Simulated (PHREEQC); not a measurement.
0.026 g of hydrous ferric oxide (600 m²/g; 0.2 weak and 0.005 strong sites per Fe, Dzombak-Morel constants, diffuse double layer) in 1 kg of water with 0.3 mol/kgw of an inert sodium salt and 6.5e-06 mol/kgw MgCl2, at 25 °C; the pH is set by adding NaOH or the inert anion's acid. Oxygen is held at 0.21 atm. The system is closed to CO2. Precipitation was switched off in this run.

The series has 17 steps of pH, from 4 to 10.

All values are PHREEQC results (ion-association model, wateq4f.dat), not measurements.

### Question
Near which pH is half of the Mg sorbed, and on which side is more sorbed?

### Answer
Near pH 9.0, with more sorbed at higher pH.
